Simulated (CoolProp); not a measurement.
A closed Brayton cycle with dry air: compressor inlet 317.15 K and 0.28 MPa, high pressure 0.7 MPa, turbine inlet 910 K, compressor efficiency 0.89, turbine efficiency 0.9, recuperator effectiveness 0 (on enthalpy, no pinch check). Each further row changes one setting.

Model: reference Helmholtz-energy equation of state, Lemmon 2000, in CoolProp. It is a pseudo-pure fit of the blend.

```tsv
case	thermal efficiency (%)	net work (kJ/kg)	compressor to turbine work	compressor exit (K)	turbine exit (K)
as stated	16.3	84.9	0.56	423.3	736.2
turbine inlet 860 K	___	___	0.59	423.3	___
compressor inlet 327.15 K	16.1	81.5	0.58	436.5	736.2
high pressure 0.595 MPa	___	75.2	0.53	___	___
recuperator effectiveness 0.5	___	84.9	0.56	423.3	736.2
```

Task: What belongs in the gaps?

Result: 
- turbine inlet 860 K, thermal efficiency (%): 16.0
- turbine inlet 860 K, net work (kJ/kg): 74.1
- turbine inlet 860 K, turbine exit (K): 694.4
- high pressure 0.595 MPa, thermal efficiency (%): 13.9
- high pressure 0.595 MPa, compressor exit (K): 402.5
- high pressure 0.595 MPa, turbine exit (K): 764.5
- recuperator effectiveness 0.5, thermal efficiency (%): 23.8
